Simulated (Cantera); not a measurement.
Cantera run:

```python
import numpy as np
import cantera as ct

gas_names = """
    C CN CO CO2 C2 CCN CNC C2N2 C2O C3 C3O2 C4 C4N2 C5 Ca CaO Ca2 N NCO NO NO2 NO3 N2 N2O O O2 O3
""".split()
cond_names = """
    C(gr) Ca(a) Ca(b) Ca(L) CaCO3(caL) CaO(s) CaO(L)
""".split()


# ... load() reads the species with a 1 bar reference pressure and builds the phases ...
atoms = {
    'CaCO3': {'Ca': 1, 'C': 1, 'O': 3},
    'O2': {'O': 2},
    'N2': {'N': 2},
}
top_T = {'C(gr)': 4500}  # K; cautious upper limits of use, not melting points


# ... equilibrate(T, P, feed) seeds the gas with the atoms and calls Mixture.equilibrate('TP', solver="vcs", rtol=1e-11, max_steps=5000) ...
results = []
feed = {'CaCO3': 1, 'O2': 2.8, 'N2': 46}  # mol
T = 1198.15  # K
P = 10000  # Pa
mix = equilibrate(T, P, feed)
results.append((T, P, feed, dict(zip(mix.species_names, mix.species_moles))))
x = sorted(zip(gas.X, gas.species_names), reverse=True)
print(f"T = {T:g} K  P = {P:g} Pa  gas = {mix.phase_moles(0):.4g} mol")
print("   x: " + "  ".join(f"{s} {v:.3e}" for v, s in x if v > 0.001))
print("   condensed (mol): " + ("  ".join(f"{mix.phase(i).name} {mix.phase_moles(i):.4g}"
      for i in range(1, mix.n_phases) if mix.phase_moles(i) > 1e-12) or "none"))
```

It prints:

```
T = 1198.15 K  P = 10000 Pa  gas = 49.8 mol
   x: N2 9.236e-01  O2 5.617e-02  CO2 2.008e-02
   condensed (mol): CaO(s) 1
```

Method: chemical equilibrium by Gibbs-energy minimisation in Cantera with the NASA 1993 tables (ideal gas, pure condensed phases).
